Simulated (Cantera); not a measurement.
Charge: 1 mol Si3N4, 0.024 mol N2O, 220 mol H2, at 8.40 Pa.

Equilibrium computed with Cantera from the NASA thermochemical tables; the gas is ideal and each condensed phase is pure. Candidate condensed phases: H2O, Si, SiO2, Si2N2O, Si3N4; 35 gas species. Kinetics and transport are ignored.

Q: At 1227 °C, list the 5 most abundant gas species with their mole fractions, and the condensed phases.

A: H2 0.989, N2 0.00911, H 0.00191, Si 0.000125, SiO 0.000108. Condensed: Si(s).
